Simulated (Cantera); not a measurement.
An isothermal, constant-pressure homogeneous reactor starts with 13.9 % NH3, 86.1 % H2, at 1775 K and 0.133 bar.

Cantera simulation using the gas-phase N/H chemistry of the illustrative SiF4/NH3 mechanism in the Surface Chemkin manual (1991); the numbers are that mechanism's predictions, not measurements. Walls and surfaces, which speed up NH3 decomposition in real reactors, are not modelled.

Q: Predict: x(NH3) at 10.0 s; x(H2) at 10.0 s; x(NH2) at 10.0 s; x(H) at 10.0 s; x(NH) at 10.0 s; x(N2) at 10.0 s.

A: 
- x(NH3) at 10.0 s = 0.0242 (gas-phase equilibrium 9.13e-7)
- x(H2) at 10.0 s = 0.925 (gas-phase equilibrium 0.938)
- x(NH2) at 10.0 s = 3.12e-5 (gas-phase equilibrium 1.99e-9)
- x(H) at 10.0 s = 0.000452 (gas-phase equilibrium 0.000773)
- x(NH) at 10.0 s = 7.65e-7 (gas-phase equilibrium 8.24e-11)
- x(N2) at 10.0 s = 0.0503 (gas-phase equilibrium 0.0610)
